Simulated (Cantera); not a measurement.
Mixture: 6.41 % CH4, 1.80 % CO, 19.3 % O2, 72.5 % N2, equivalence ratio 0.71, at 7500 Torr, adiabatic and at constant volume. Ignition delay is the time to a rise of 400 K.

Detailed kinetics in Cantera: GRI-Mech 3.0 (53 species, 325 reactions).

Q: Predict: delay at 1123 K; delay at 1323 K; delay at 1523 K; delay at 1723 K; delay at 1923 K; apparent activation energy between 1723 and 1923 K.

A: 
```
Quantity                                                 Value
--------------------------------------------------  ----------
delay at 1123 K                                        14.7 ms
delay at 1323 K                                        1.04 ms
delay at 1523 K                                       0.129 ms
delay at 1723 K                                        24.5 µs
delay at 1923 K                                        6.75 µs
apparent activation energy between 1723 and 1923 K  180 kJ/mol
```
